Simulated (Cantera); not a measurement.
Input (Python, Cantera) and output of one run.

```python
import numpy as np
import cantera as ct

gas_names = """
    H HNO HNO2 HNO3 HO2 H2 H2O H2O2 N NH NH2 NH3 NH2OH NO NO2 NO3 N2 N2H2 N2H4 N2O O OH O2 O3 Si SiH
    SiH2 SiH3 SiH4 SiN SiO SiO2 Si2 Si2N Si3
""".split()
cond_names = """
    H2O(s) H2O(L) Si(cr) Si(L) SiO2(Lqz) SiO2(hqz) SiO2(L) Si2N2O(s) Si3N4(a)
""".split()


# ... load() reads the species with a 1 bar reference pressure and builds the phases ...
atoms = {
    'Si3N4': {'Si': 3, 'N': 4},
    'H2O': {'H': 2, 'O': 1},
    'H2': {'H': 2},
}
top_T = {'Si2N2O(s)': 2100, 'Si3N4(a)': 2400}  # K; cautious upper limits of use, not melting points


# ... equilibrate(T, P, feed) seeds the gas with the atoms and calls Mixture.equilibrate('TP', solver="vcs", rtol=1e-11, max_steps=5000) ...
results = []
feed = {'Si3N4': 1, 'H2O': 0.8, 'H2': 110}  # mol
T = 1398  # K
P = 100000  # Pa
mix = equilibrate(T, P, feed)
results.append((T, P, feed, dict(zip(mix.species_names, mix.species_moles))))
print(gas.report(threshold=0.001))
for i in range(1, mix.n_phases):
    print(f"{mix.phase(i).name:16s} {mix.phase_moles(i):12.5e} mol")
```

Output:

```
       temperature   1398 K
          pressure   1e+05 Pa
           density   0.017881 kg/m^3
  mean mol. weight   2.0784 kg/kmol
   phase of matter   gas

                          1 kg             1 kmol
                     ---------------   ---------------
          enthalpy        1.5906e+07        3.3059e+07  J
   internal energy        1.0313e+07        2.1436e+07  J
           entropy             85123        1.7692e+05  J/K
    Gibbs function        -1.031e+08       -2.1428e+08  J
 heat capacity c_p             15372             31949  J/K
 heat capacity c_v             11371             23634  J/K

                      mass frac. Y      mole frac. X     chem. pot. / RT
                     ---------------   ---------------   ---------------
                H2           0.96763           0.99759           -18.402
                N2          0.032333         0.0023989           -31.831
     [  +33 minor]         3.729e-05        8.9655e-06

Si(cr)            0.00000e+00 mol
SiO2(hqz)         0.00000e+00 mol
Si2N2O(s)         7.99998e-01 mol
Si3N4(a)          4.66667e-01 mol
```

Method: chemical equilibrium by Gibbs-energy minimisation in Cantera with the NASA 1993 tables (ideal gas, pure condensed phases). Mutual solubility and eutectic melting of coexisting phases are not modelled.
